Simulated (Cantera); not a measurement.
Charge: 1 mol CaCO3, 0.17 mol O2, held at 950 K and 10.0 mbar.

Method: chemical equilibrium by Gibbs-energy minimisation in Cantera with the NASA 1993 tables (ideal gas, pure condensed phases). Candidate condensed phases: C, Ca, CaCO3, CaO; 15 gas species. Rates play no part.

Base state: CO2 0.855, O2 0.145 (mole fractions); condensed: CaO(s).

Task: What changes in the equilibrium state with this change: pressure from 10.0 mbar to 1 atm?

Result: 
| species | before | after |
|---|---|---|
| O2 | 0.145 | 0.982 |
| CO2 | 0.855 | 0.0184 |
| CaO(s), mol | 1.00 | 0.00318 |
| CaCO3(calcite), mol | 0 | 0.997 |
